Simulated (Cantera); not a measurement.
What does this Cantera script print?

```python
import numpy as np
import cantera as ct

gas_names = """
    B BF BF2 BF3 BH BHF2 BH2 BH3 BN B2 F F2 H HF H2 H2F2 H3F3 H4F4 H5F5 H6F6 H7F7 N NF NF2 NF3 NH NH2
    NH3 N2 N2H2 N2H4
""".split()
cond_names = """
    B(b) B(L) BN(s)
""".split()


# ... load() reads the species with a 1 bar reference pressure and builds the phases ...
atoms = {
    'BF3': {'B': 1, 'F': 3},
    'NH3': {'N': 1, 'H': 3},
    'H2': {'H': 2},
}
top_T = {'BN(s)': 3200}  # K; cautious upper limits of use, not melting points


# ... equilibrate(T, P, feed) seeds the gas with the atoms and calls Mixture.equilibrate('TP', solver="vcs", rtol=1e-11, max_steps=5000) ...
results = []
feed = {'BF3': 1, 'NH3': 0.16, 'H2': 53}  # mol
for P in [10, 32, 100, 320, 1000, 3200, 10000, 32000, 100000]:
    for T in [1500, 1525, 1550, 1575, 1600, 1625, 1650, 1675, 1700, 1725]:
        mix = equilibrate(T, P, feed)
        results.append((T, P, feed, dict(zip(mix.species_names, mix.species_moles))))

for T, P, feed, n in results:
    print(f"{T:7g} {P:10.4g}  " + (" + ".join(c for c in cond_names if n.get(c, 0) > 1e-12) or "gas only"))
```

It prints:

```
   1500         10  gas only
   1525         10  gas only
   1550         10  gas only
   1575         10  gas only
   1600         10  gas only
   1625         10  gas only
   1650         10  gas only
   1675         10  gas only
   1700         10  gas only
   1725         10  gas only
   1500         32  gas only
   1525         32  gas only
   1550         32  gas only
   1575         32  gas only
   1600         32  gas only
   1625         32  gas only
   1650         32  gas only
   1675         32  gas only
   1700         32  gas only
   1725         32  gas only
   1500        100  BN(s)
   1525        100  gas only
   1550        100  gas only
   1575        100  gas only
   1600        100  gas only
   1625        100  gas only
   1650        100  gas only
   1675        100  gas only
   1700        100  gas only
   1725        100  gas only
   1500        320  BN(s)
   1525        320  BN(s)
   1550        320  BN(s)
   1575        320  gas only
   1600        320  gas only
   1625        320  gas only
   1650        320  gas only
   1675        320  gas only
   1700        320  gas only
   1725        320  gas only
   1500       1000  BN(s)
   1525       1000  BN(s)
   1550       1000  BN(s)
   1575       1000  BN(s)
   1600       1000  BN(s)
   1625       1000  gas only
   1650       1000  gas only
   1675       1000  gas only
   1700       1000  gas only
   1725       1000  gas only
   1500       3200  BN(s)
   1525       3200  BN(s)
   1550       3200  BN(s)
   1575       3200  BN(s)
   1600       3200  BN(s)
   1625       3200  BN(s)
   1650       3200  BN(s)
   1675       3200  BN(s)
   1700       3200  gas only
   1725       3200  gas only
   1500      1e+04  BN(s)
   1525      1e+04  BN(s)
   1550      1e+04  BN(s)
   1575      1e+04  BN(s)
   1600      1e+04  BN(s)
   1625      1e+04  BN(s)
   1650      1e+04  BN(s)
   1675      1e+04  BN(s)
   1700      1e+04  BN(s)
   1725      1e+04  BN(s)
   1500    3.2e+04  BN(s)
   1525    3.2e+04  BN(s)
   1550    3.2e+04  BN(s)
   1575    3.2e+04  BN(s)
   1600    3.2e+04  BN(s)
   1625    3.2e+04  BN(s)
   1650    3.2e+04  BN(s)
   1675    3.2e+04  BN(s)
   1700    3.2e+04  BN(s)
   1725    3.2e+04  BN(s)
   1500      1e+05  BN(s)
   1525      1e+05  BN(s)
   1550      1e+05  BN(s)
   1575      1e+05  BN(s)
   1600      1e+05  BN(s)
   1625      1e+05  BN(s)
   1650      1e+05  BN(s)
   1675      1e+05  BN(s)
   1700      1e+05  BN(s)
   1725      1e+05  BN(s)
```

Method: chemical equilibrium by Gibbs-energy minimisation in Cantera with the NASA 1993 tables (ideal gas, pure condensed phases). The tables' values for BF2 are old estimates.
